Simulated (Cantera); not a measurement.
A Cantera script and what it prints.

```python
import numpy as np
import cantera as ct

gas_names = """
    CL CL2 Fe FeCL FeCL2 FeCL3 Fe2CL4 Fe2CL6 H HCL H2 N NH NH2 NH3 N2 N2H2 N2H4
""".split()
cond_names = """
    Fe(a) Fe(c) Fe(d) Fe(L) FeCL2(s) FeCL2(L) FeCL3(s) FeCL3(L) NH4CL(a) NH4CL(b)
""".split()


# ... load() reads the species with a 1 bar reference pressure and builds the phases ...
atoms = {
    'Fe': {'Fe': 1},
    'HCl': {'H': 1, 'CL': 1},
    'N2': {'N': 2},
}
top_T = {}  # K; cautious upper limits of use, not melting points


# ... equilibrate(T, P, feed) seeds the gas with the atoms and calls Mixture.equilibrate('TP', solver="vcs", rtol=1e-11, max_steps=5000) ...
results = []
P = 250000  # Pa
for T in [1048, 1098, 1148, 1198, 1248, 1298, 1348, 1398, 1448]:
    for m in [0.059, 0.1, 0.18, 0.32, 0.56, 0.98, 1.7, 3]:
        feed = {'Fe': 1, 'HCl': 0.035, 'N2': m}  # mol
        mix = equilibrate(T, P, feed)
        results.append((T, P, feed, dict(zip(mix.species_names, mix.species_moles))))

for T, P, feed, n in results:
    print(f"{T:7g} {feed['N2']:10.4g}  " + (" + ".join(c for c in cond_names if n.get(c, 0) > 1e-12) or "gas only"))
```

It prints:

```
   1048      0.059  Fe(a) + FeCL2(L)
   1048        0.1  Fe(a) + FeCL2(L)
   1048       0.18  Fe(a) + FeCL2(L)
   1048       0.32  Fe(a) + FeCL2(L)
   1048       0.56  Fe(a)
   1048       0.98  Fe(a)
   1048        1.7  Fe(a)
   1048          3  Fe(a)
   1098      0.059  Fe(a) + FeCL2(L)
   1098        0.1  Fe(a) + FeCL2(L)
   1098       0.18  Fe(a)
   1098       0.32  Fe(a)
   1098       0.56  Fe(a)
   1098       0.98  Fe(a)
   1098        1.7  Fe(a)
   1098          3  Fe(a)
   1148      0.059  Fe(a) + FeCL2(L)
   1148        0.1  Fe(a)
   1148       0.18  Fe(a)
   1148       0.32  Fe(a)
   1148       0.56  Fe(a)
   1148       0.98  Fe(a)
   1148        1.7  Fe(a)
   1148          3  Fe(a)
   1198      0.059  Fe(c)
   1198        0.1  Fe(c)
   1198       0.18  Fe(c)
   1198       0.32  Fe(c)
   1198       0.56  Fe(c)
   1198       0.98  Fe(c)
   1198        1.7  Fe(c)
   1198          3  Fe(c)
   1248      0.059  Fe(c)
   1248        0.1  Fe(c)
   1248       0.18  Fe(c)
   1248       0.32  Fe(c)
   1248       0.56  Fe(c)
   1248       0.98  Fe(c)
   1248        1.7  Fe(c)
   1248          3  Fe(c)
   1298      0.059  Fe(c)
   1298        0.1  Fe(c)
   1298       0.18  Fe(c)
   1298       0.32  Fe(c)
   1298       0.56  Fe(c)
   1298       0.98  Fe(c)
   1298        1.7  Fe(c)
   1298          3  Fe(c)
   1348      0.059  Fe(c)
   1348        0.1  Fe(c)
   1348       0.18  Fe(c)
   1348       0.32  Fe(c)
   1348       0.56  Fe(c)
   1348       0.98  Fe(c)
   1348        1.7  Fe(c)
   1348          3  Fe(c)
   1398      0.059  Fe(c)
   1398        0.1  Fe(c)
   1398       0.18  Fe(c)
   1398       0.32  Fe(c)
   1398       0.56  Fe(c)
   1398       0.98  Fe(c)
   1398        1.7  Fe(c)
   1398          3  Fe(c)
   1448      0.059  Fe(c)
   1448        0.1  Fe(c)
   1448       0.18  Fe(c)
   1448       0.32  Fe(c)
   1448       0.56  Fe(c)
   1448       0.98  Fe(c)
   1448        1.7  Fe(c)
   1448          3  Fe(c)
```

Equilibrium computed with Cantera from the NASA thermochemical tables; the gas is ideal and each condensed phase is pure. Mutual solubility and eutectic melting of coexisting phases are not modelled.
